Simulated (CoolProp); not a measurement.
Vapour-liquid equilibrium of n-heptane (1) + n-dodecane (2) at 446.9 K; x and y are mole fractions of (1).

Values from CoolProp's multi-fluid Helmholtz-energy mixture model, Span 2003 and Lemmon 2004; pair parameters Bell 2016.

| x | bubble pressure (MPa) | y at the bubble point | dew pressure at overall composition x (MPa) | liquid density (mol/L) |
|---|---|---|---|---|
| 0.05 | 0.05555 | 0.431 | 0.03425 | 3.772 |
| 0.15 | 0.1049 | 0.721 | 0.03810 | 3.905 |
| 0.25 | 0.1578 | 0.830 | 0.04290 | 4.045 |
| 0.35 | 0.2131 | 0.887 | 0.04908 | ___ |
| 0.45 | 0.2699 | 0.921 | 0.05732 | 4.348 |
| 0.55 | 0.3278 | 0.944 | 0.06886 | ___ |
| 0.65 | 0.3865 | ___ | 0.08621 | ___ |
| 0.75 | 0.4465 | 0.975 | 0.1152 | 4.858 |
| 0.85 | 0.5084 | 0.986 | 0.1734 | 5.040 |
| 0.95 | 0.5735 | 0.995 | 0.3454 | 5.225 |

Complete the blanks.


- 0.35, liquid density (mol/L): 4.193
- 0.55, liquid density (mol/L): 4.511
- 0.65, y at the bubble point: 0.961
- 0.65, liquid density (mol/L): 4.681

No azeotrope shows between x = 0.05 and 0.95.

Pair parameters are fitted to limited data, so mixtures are less certain than the pure fluids.
